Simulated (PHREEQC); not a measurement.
Solution (25 °C and 300 atm): 0.26 mmol/kgw PbCl2, 17 mmol/kgw NaCl, 2.6 mmol/kgw Cu(NO3)2 and 5.7 mmol/kgw HCl. Closed to the air; pH follows from the charge balance.

The numbers come from PHREEQC with the ion-association model, phreeqc.dat.

No solid was allowed to form.

Q: Predict the pH.

A: pH 2.30.

Q: In which forms is Pb present?

A: Pb+2 66 %, PbCl+ 30 %, PbNO3+ 3.2 %, PbCl2 0.7 % of the Pb.

Complexes and solids missing from the database can't appear. Under pressure, the constants of complexes without a molar volume in the database are unreliable.
